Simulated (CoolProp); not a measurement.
Vapour-liquid equilibrium of carbonyl sulfide (1) + propane (2) at 0.0472 MPa; x and y are mole fractions of (1).

Values from CoolProp's multi-fluid Helmholtz-energy mixture model, Lemmon 2006 and Lemmon 2009; pair parameters Bell 2016.

| x | bubble temperature (K) | y at the bubble point | dew temperature at overall composition x (K) | liquid density (mol/L) |
|---|---|---|---|---|
| 0.05 | ___ | 0.082 | ___ | 13.82 |
| 0.2 | 212.8 | 0.280 | 213.4 | 14.58 |
| 0.35 | 211.6 | 0.440 | 212.3 | 15.41 |
| 0.5 | 210.6 | 0.583 | 211.2 | 16.31 |
| 0.65 | 209.8 | ___ | 210.2 | 17.31 |
| 0.8 | 208.9 | 0.847 | 209.2 | 18.41 |
| 0.95 | 208.1 | 0.964 | 208.2 | 19.64 |

### Question
What belongs in the gaps?

### Answer

- 0.05, bubble temperature (K): 214.4
- 0.05, dew temperature at overall composition x (K): 214.6
- 0.65, y at the bubble point: 0.719

No azeotrope shows between x = 0.05 and 0.95.

The pair parameters rest on a limited set of measurements; away from them the model extrapolates.
